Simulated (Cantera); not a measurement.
Charge: 1 mol Cr, 2.8 mol N2, 380 mol H2, held at 0.400 Pa.

Method: chemical equilibrium by Gibbs-energy minimisation in Cantera with the NASA 1993 tables (ideal gas, pure condensed phases). Candidate condensed phases: Cr, CrN, Cr2N; 11 gas species. Kinetics and transport are ignored.

Question: Which condensed phases are stable at each of these points (T (K)): 1273, 1473, 1673, 1873, 2073, 2273, 2473, 2673, 2873?

Answer: 
```tsv
T (K)	condensed phases	Cr condensed (%)
1273	Cr(s)	78.7
1473	gas only	0.0
1673	gas only	0.0
1873	gas only	0.0
2073	gas only	0.0
2273	gas only	0.0
2473	gas only	0.0
2673	gas only	0.0
2873	gas only	0.0
```

At 1273 K the condensed part is Cr(s). From 1473 K to 2873 K nothing is condensed.
